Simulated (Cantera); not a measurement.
Feed: 1 mol Ta2O5, 0.62 mol C, 0.042 mol CO, held at 13.3 mbar.

Cantera equilibrium calculation (NASA polynomials, part measured and part estimated; ideal gas, pure solids and liquids). Candidate condensed phases: C, Ta, TaC, Ta2O5; 15 gas species. Mutual solubility and eutectic melting of coexisting phases are not modelled. TaC: taken at fixed stoichiometry. Condensed phases not in the tables: Ta2C, N, O or C dissolved in the metal. Kinetics and transport are ignored.

x: gas mole fraction; n: condensed amount in mol.

| T (K) | x CO | x TaO2 | x TaO | x CO2 | n TaC(s) | n Ta2O5(s) | n Ta(s) | n Ta2O5(l) |
|---|---|---|---|---|---|---|---|---|
| 1348 | 0.999 | <1e-12 | <1e-12 | 0.000614 | 0.177 | 0.911 | 0 | 0 |
| 1448 | 0.999 | 2.34e-11 | <1e-12 | 0.000607 | 0.177 | 0.911 | 0 | 0 |
| 1548 | 0.999 | … | … | 0.000602 | 0.177 | 0.911 | 0 | 0 |
| 1648 | 0.999 | 1.66e-8 | 4.89e-10 | 0.000598 | 0.177 | 0.911 | 0 | 0 |
| 1748 | 0.999 | 2.48e-7 | 1.18e-8 | 0.000595 | 0.177 | 0.911 | 0 | 0 |
| 1848 | 0.999 | 2.73e-6 | 1.99e-7 | 0.000592 | 0.177 | 0.911 | 0 | 0 |
| 1948 | 0.999 | 2.33e-5 | 2.50e-6 | 0.000590 | 0.177 | 0.911 | 0 | 0 |
| 2048 | 0.999 | 0.000159 | 2.43e-5 | 0.000589 | 0.177 | 0.911 | 0 | 0 |
| 2148 | 0.998 | 0.000763 | 0.000154 | 0.000614 | 0 | 0 | 0.248 | 0.876 |
| 2248 | 0.996 | … | … | … | 0 | 0 | 0.248 | 0.875 |
| 2348 | 0.988 | 0.00912 | 0.00207 | 0.000944 | 0 | 0 | 0.246 | 0.873 |
| 2448 | 0.966 | 0.0267 | 0.00645 | 0.00112 | 0 | 0 | 0.242 | 0.868 |
| 2548 | 0.909 | 0.0712 | 0.0183 | 0.00125 | 0 | 0 | 0.230 | 0.852 |

### Question
Fill in the missing entries.

### Answer

- 2248, x TaO2: 0.00280
- 2248, x TaO: 0.000600
- 2248, x CO2: 0.000772
- 1548, x TaO2: 7.77e-10
- 1548, x TaO: 1.33e-11
